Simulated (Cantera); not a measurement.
# Carbon deposition, reforming and gasification: C3H6 + CO2 + H2

A closed system holds: 1 mol C3H6, 2 mol CO2, a varied amount of H2, held at 100000 Pa.

These are equilibrium values from Cantera (NASA tables, ideal gas, pure condensed phases), not measurements of a reactor. Candidate condensed phases: C, C6H6, C7H8, C8H18, H2O; 110 gas species. Equilibrium is a limit: real reactors are often held back by kinetics, nucleation or transport.

**Question.** Map the stable condensed phases over T = 2348, 2398, 2448, 2498, 2548, 2598, 2648, 2698, 2748, 2798, 2848, 2898, 2948 K and n(H2) in mol = 8.7, 15, 21, 27, 33, 39, 45, 51, 57.

**Answer.** 
```
T in K \ n(H2) in mol
         8.7  15  21  27  33  39  45  51  57
   2948    A   A   A   A   A   A   A   A   A
   2898    A   A   A   A   A   A   A   A   A
   2848    B   A   A   A   A   A   A   A   A
   2798    B   A   A   A   A   A   A   A   A
   2748    B   B   A   A   A   A   A   A   A
   2698    B   B   A   A   A   A   A   A   A
   2648    B   B   B   A   A   A   A   A   A
   2598    B   B   B   B   A   A   A   A   A
   2548    B   B   B   B   B   A   A   A   A
   2498    B   B   B   B   B   B   A   A   A
   2448    B   B   B   B   B   B   B   B   A
   2398    B   B   B   B   B   B   B   B   B
   2348    B   B   B   B   B   B   B   B   B
```
A: gas only; B: C.
